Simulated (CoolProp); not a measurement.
Vapour-liquid equilibrium of R1234yf (1) + isobutane (2) at 279 kPa; x and y are mole fractions of (1).

Values from CoolProp's multi-fluid Helmholtz-energy mixture model, Lemmon 2022 and Bücker 2006; pair parameters Bell 2016.

| x | bubble temperature (K) | y at the bubble point | dew temperature at overall composition x (K) | liquid density (mol/L) |
|---|---|---|---|---|
| 0.05 | 284.9 | 0.189 | 289.1 | 9.730 |
| 0.125 | 279.5 | 0.357 | 286.9 | 9.820 |
| 0.2 | 276.2 | 0.456 | 284.6 | 9.875 |
| 0.275 | 274.0 | 0.522 | 282.2 | 9.915 |
| 0.35 | 272.5 | 0.570 | 279.7 | 9.949 |
| 0.425 | 271.4 | 0.610 | 277.2 | 9.984 |
| 0.5 | 270.6 | 0.646 | 274.7 | 10.02 |
| 0.575 | 269.9 | 0.682 | 272.4 | 10.06 |
| 0.65 | 269.4 | 0.719 | 270.5 | 10.11 |
| 0.725 | 269.1 | 0.761 | 269.4 | 10.17 |
| 0.8 | 268.9 | 0.809 | 268.9 | 10.23 |
| 0.875 | 268.9 | 0.868 | 268.9 | 10.30 |
| 0.95 | 269.2 | 0.941 | 269.2 | 10.37 |

y crosses x between x = 0.8 and 0.875: the model has an azeotrope there.

The pair parameters rest on a limited set of measurements; away from them the model extrapolates.
